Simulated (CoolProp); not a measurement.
Octamethylcyclotetrasiloxane (D4) along the isotherm 316.3 K: Z from the reference equation and from simpler models built on Tc = 586.5 K, pc = 13.47 bar, ω = 0.598; each cubic takes its own stable root.

Values from CoolProp's reference Helmholtz-energy equation of state, Thol 2015.

```json
[
 {"p (bar)": "2.59", "phase": "liquid", "reference": "0.03140"},
 {"p (bar)": "5.18", "phase": "liquid", "reference": "0.06277"},
 {"p (bar)": "7.77", "phase": "liquid", "reference": "0.09411"},
 {"p (bar)": "10.4", "phase": "liquid", "reference": "0.1259"},
 {"p (bar)": "13", "phase": "liquid", "reference": "0.1573"},
 {"p (bar)": "15.5", "phase": "liquid", "reference": "0.1875"},
 {"p (bar)": "18.1", "phase": "liquid", "reference": "0.2188"},
 {"p (bar)": "20.7", "phase": "liquid", "reference": "0.2502"},
 {"p (bar)": "23.3", "phase": "liquid", "reference": "0.2815"},
 {"p (bar)": "25.9", "phase": "liquid", "reference": "0.3127"},
 {"p (bar)": "28.5", "phase": "liquid", "reference": "0.3440"},
 {"p (bar)": "31.1", "phase": "liquid", "reference": "0.3752"},
 {"p (bar)": "33.7", "phase": "liquid", "reference": "0.4064"}
]
```

**Question.** How far does each simpler model (van der Waals, Redlich-Kwong, Soave-Redlich-Kwong, Peng-Robinson) lie from the reference over these 13 states: mean and median of the absolute difference, and the worst?

**Answer.** 
- van der Waals: mean 74.0 %, median 73.9 %, worst +76.7 % at 316.3 K and 2.59 bar
- Redlich-Kwong: mean 18.7 %, median 18.7 %, worst +19.5 % at 316.3 K and 2.59 bar
- Soave-Redlich-Kwong: mean 12.4 %, median 12.4 %, worst +12.5 % at 316.3 K and 2.59 bar
- Peng-Robinson: mean 0.1 %, median 0.1 %, worst +0.2 % at 316.3 K and 2.59 bar
